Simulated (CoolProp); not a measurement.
Values from CoolProp's reference Helmholtz-energy equation of state, Lemmon 2006. It is a short technical equation, of lower accuracy than the large ones.

**Question.** For carbon monoxide, give the phase and the Z, cp (kJ/(kg K)), cv (kJ/(kg K)), speed of sound (m/s) at -194.85 °C and 1250 kPa; -194.85 °C and 1500 kPa.

**Answer.** 
- -194.85 °C and 1250 kPa: liquid; Z 0.0664, cp 2.13, cv 1.17, speed of sound 910
- -194.85 °C and 1500 kPa: liquid; Z 0.0796, cp 2.13, cv 1.17, speed of sound 912
